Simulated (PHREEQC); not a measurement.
Consider water at 25 °C with 1.2 mol/kgw KCl and 0.12 mol/kgw LiCl. Closed to the air; pH follows from the charge balance.

Model: Pitzer model, pitzer.dat, run in PHREEQC.

Problem. The ionic strength comes out as 1.32 mol/kgw. What activity coefficients do Cl-, K+, Li+ get?

Solution. Cl- 0.59, K+ 0.61, Li+ 0.85. Single-ion values are on the MacInnes scale.

Precipitation was switched off in this run. Complexes and solids missing from the database can't appear.
